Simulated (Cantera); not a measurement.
Feed: 1 mol N2O, 0.1 mol O2, equilibrated at 0.133 bar.

These are equilibrium values from Cantera (NASA tables, ideal gas, pure condensed phases), not measurements of a reactor. Equilibrium is a limit: real reactors are often held back by kinetics, nucleation or transport.

Q: At 1775 °C, list the 4 most abundant gas species with their mole fractions, and the condensed phases.

A: N2 0.619, O2 0.369, NO 0.0102, O 0.00159. Condensed: gas only.
